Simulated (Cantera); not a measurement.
Adiabatic ignition

An adiabatic, constant-pressure homogeneous reactor starts with 13.6 % H₂, 8.72 % O₂, 77.7 % N₂, at 1700 K and 1430 Torr.

Cantera simulation using the H2/O2 subset of GRI-Mech 3.0, which has no nitrogen chemistry; the numbers are that mechanism's predictions, not measurements.

```tsv
t (s)	T (K)	x H₂	x O₂	x HO₂	x H₂O	x O	x H₂O₂	x OH
4.00e-6	1700	0.135	0.0868	1.30e-5	0.000619	9.28e-5	1.85e-7	0.000100
1.07e-5	1873	0.0236	0.0298	1.57e-5	0.0855	0.0185	7.86e-7	0.0127
2.88e-5	2151	0.0203	0.0258	9.14e-6	0.102	0.0121	3.19e-7	0.0150
7.72e-5	2379	0.0136	0.0225	5.13e-6	0.118	0.00616	1.93e-7	0.0139
0.000207	2516	0.00711	0.0205	3.84e-6	0.131	0.00269	1.85e-7	0.0106
0.000556	2549	0.00524	0.0201	3.79e-6	0.134	0.00191	2.05e-7	0.00929
0.00149	2549	0.00521	0.0201	3.79e-6	0.134	0.00190	2.05e-7	0.00926
0.00400	2549	0.00521	0.0201	3.79e-6	0.134	0.00190	2.05e-7	0.00926
0.0107	2549	0.00521	0.0201	3.79e-6	0.134	0.00190	2.05e-7	0.00926
0.0288	2549	0.00521	0.0201	3.79e-6	0.134	0.00190	2.05e-7	0.00926
0.0772	2549	0.00521	0.0201	3.79e-6	0.134	0.00190	2.05e-7	0.00926
0.207	2549	0.00521	0.0201	3.79e-6	0.134	0.00190	2.05e-7	0.00926
0.556	2549	0.00521	0.0201	3.79e-6	0.134	0.00190	2.05e-7	0.00926
1.49	2549	0.00521	0.0201	3.79e-6	0.134	0.00190	2.05e-7	0.00926
4.00	2549	0.00521	0.0201	3.79e-6	0.134	0.00190	2.05e-7	0.00926
```
x: mole fraction; the columns are a selection and need not sum to one.

- time of steepest temperature rise: 7.37 µs
- temperature at 4.00 s: 2549 K
- equilibrium temperature: 2549 K
- x(H₂) at 4.00 s: 0.00521 (gas-phase equilibrium 0.00521)
- x(O₂) at 4.00 s: 0.0201 (gas-phase equilibrium 0.0201)
- x(HO₂) at 4.00 s: 3.79e-6 (gas-phase equilibrium 3.79e-6)
